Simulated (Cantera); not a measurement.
A closed system holds: 1 mol Nb2O5, a varied amount of H2, equilibrated at 22.0 mbar.

Equilibrium computed with Cantera from the NASA thermochemical tables; the gas is ideal and each condensed phase is pure. Candidate condensed phases: H2O, Nb, NbO, NbO2, Nb2O5; 12 gas species. Mutual solubility and eutectic melting of coexisting phases are not modelled. NbO: taken at fixed stoichiometry. Condensed phases not in the tables: the oxides between NbO2 and Nb2O5. Kinetics and transport are ignored.

What condenses at these points (T in K, n(H2) in mol): (1325, 740); (1725, 810); (1025, 740); (1125, 880); (1825, 160); (1625, 520); (1025, 91)?


```
T (K)  n(H2) in mol  condensed phases  Nb condensed (%)
-----  ------------  ----------------  ----------------
1325            740              NbO2             100.0
1725            810               NbO             100.0
1025            740              NbO2             100.0
1125            880              NbO2             100.0
1825            160        NbO + NbO2              99.9
1625            520        NbO + NbO2             100.0
1025             91      NbO2 + Nb2O5             100.0
```
